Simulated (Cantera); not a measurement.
Input: 1 mol C2F6, 0.53 mol HCl, 15 mol H2, held at 1.50 mbar.

These are equilibrium values from Cantera (NASA tables, ideal gas, pure condensed phases), not measurements of a reactor. Candidate condensed phases: C, C6H6, C7H8, C8H18; 118 gas species. The feed counts by its element totals alone. The numbers say what is thermodynamically allowed, not how fast it happens. All values below are at 2473 K.

Base state: H2 0.361, H 0.346, HF 0.266, HCl 0.0140, Cl 0.00951, C2H2 (acetylene) 0.00348, F 0.000495, C2H 0.000226 (mole fractions); condensed: C(graphite).

Problem. What changes in the equilibrium state with this change: pressure from 1.50 mbar to 68.0 mbar?

Solution. 
| species | before | after |
|---|---|---|
| H2 | 0.361 | 0.588 |
| HF | 0.266 | 0.313 |
| H | 0.346 | 0.0656 |
| HCl | 0.0140 | 0.0256 |
| C3 | 0.000217 | 4.78e-6 |
| C2 | 1.99e-5 | 4.38e-7 |
| C | 7.62e-5 | 1.68e-6 |
| C(graphite), mol | 1.81 | 1.78 |
